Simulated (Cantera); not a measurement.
Ignition delay

Mixture: H2 : O2 : N2 = 1 : 0.962 : 5.96 (molar parts), at 0.572 atm, adiabatic and at constant pressure. Ignition delay is the time to a rise of 400 K.

Computed with Cantera and GRI-Mech 3.0 (53 species, 325 reactions). Where the delays flatten at high temperature, the 400 K rule measures the pace of heat release, not the induction time.

| T0 (K) | delay (ms) |
|---|---|
| 1175 | 0.168 |
| 1225 | 0.145 |
| 1275 | 0.131 |
| 1325 | 0.124 |
| 1375 | 0.121 |
| 1425 | 0.121 |
| 1475 | 0.124 |
